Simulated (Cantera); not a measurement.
A closed system holds: 1 mol CH3SiCl3, 2 mol CH4, 5 mol H2, equilibrated at 2198 K and 6.70 mbar.

Equilibrium computed with Cantera from the NASA thermochemical tables; the gas is ideal and each condensed phase is pure. Candidate condensed phases: C, C6H6, C7H8, C8H18, Si, SiC; 109 gas species. The feed counts by its element totals alone. The tables' values for SiCl, SiCl3 are old estimates; treat these amounts as uncertain. Gases not in the tables: Si2H6 and higher silanes. Rates play no part.

Base state: H2 0.707, HCl 0.202, H 0.0572, SiCl2 0.0119, Cl 0.0119, Si 0.00576, C2H2 (acetylene) 0.00179, SiCl 0.00141 (mole fractions); condensed: C(graphite) + SiC(s).

Question: What changes in the equilibrium state with this change: pressure from 6.70 mbar to 72.0 mbar?

Answer: 
| species | before | after |
|---|---|---|
| H2 | 0.707 | 0.746 |
| HCl | 0.202 | 0.217 |
| H | 0.0572 | 0.0179 |
| Cl | 0.0119 | 0.00379 |
| SiCl2 | 0.0119 | 0.0130 |
| CH4 | 8.83e-7 | 1.06e-5 |
| Si2C | 0.000335 | 3.12e-5 |
| Si | 0.00576 | 0.000536 |
| SiC2 | 0.000549 | 5.11e-5 |
| C(graphite), mol | 2.19 | 2.13 |
| SiC(s), mol | 0.742 | 0.827 |
